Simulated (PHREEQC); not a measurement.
Consider water at 63 °C with 6.5 mmol/kgw HF and 19 mmol/kgw CsF. Closed to the air; pH follows from the charge balance.

Equilibrium calculation in PHREEQC: ion-association model, wateq4f.dat.

```
Item                      Result
----------------  --------------
pH                          3.93
ionic strength    0.0191 mol/kgw
total alkalinity    -6.50 meq/kg
```

| species | molality | activity | log γ |
|---|---|---|---|
| Cs+ | 0.0190 | 0.0164 | -0.064 |
| F- | 0.0186 | 0.0160 | -0.065 |
| HF | 0.00584 | 0.00587 | 0.002 |
| HF2- | 0.000481 | 0.000414 | -0.065 |
| H+ | 0.000133 | 0.000117 | -0.054 |
| H2F2 | 2.07e-5 | 2.08e-5 | 0.002 |
| OH- | 1.07e-9 | 9.25e-10 | -0.065 |

No solid was allowed to form. Species that the database lacks are ignored. Away from 25 °C the constants follow the database's enthalpies or fits; those with neither stay at their 25 °C values.
